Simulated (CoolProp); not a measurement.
Vapour-liquid equilibrium of ethanol (1) + n-heptane (2) at 372 K; x and y are mole fractions of (1).

Computed with CoolProp (multi-fluid Helmholtz-energy mixture model, Schroeder 2014 and Span 2003; pair parameters Bell 2016).

Problem. Give the bubble pressure and the first vapour's composition at x = 0.05, 0.2, 0.275. Is there an azeotrope?

Solution. x = 0.05: 1.540 bar, y = 0.348; x = 0.2: 2.225 bar, y = 0.579; x = 0.275: 2.338 bar, y = 0.609. y crosses x between x = 0.65 and 0.725: the model has an azeotrope there.

The pair parameters rest on a limited set of measurements; away from them the model extrapolates. With so large a gap from Raoult's law the liquid may split in two, which this calculation doesn't test in full.
